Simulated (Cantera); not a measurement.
An isothermal, constant-pressure homogeneous reactor starts with NO : N₂ = 1 : 0.12 (molar parts), at 1975 K and 1.09 atm.

Model: GRI-Mech 3.0 (53 species, 325 reactions), integrated in Cantera.

x: mole fraction; the columns are a selection and need not sum to one.

```
t (s)        x NO     x O₂       x N₂O   x N₂     x NO₂
--------  -------  -------  ----------  -----  --------
3.00e-6     0.893  4.61e-9  (withheld)  0.107   3.29e-7
2.62e-5     0.893  2.39e-7  (withheld)  0.107   1.33e-5
0.000228    0.892  1.99e-5  (withheld)  0.107  0.000173
0.00199     0.889  0.00137    0.000365  0.109  0.000438
0.0173      0.861   0.0152    0.000342  0.123  0.000582
0.151       0.660    0.116  (withheld)  0.223  0.000949
1.32        0.140    0.376  (withheld)  0.484  0.000352
11.5      0.00996    0.441     4.37e-7  0.548   2.72e-5
100       0.00868    0.442     4.28e-7  0.549   2.37e-5
```

Question: Fill in the missing entries.

Answer: 
- 3.00e-6, x N₂O: 2.53e-6
- 2.62e-5, x N₂O: 2.15e-5
- 0.000228, x N₂O: 0.000151
- 0.151, x N₂O: 0.000192
- 1.32, x N₂O: 8.39e-6
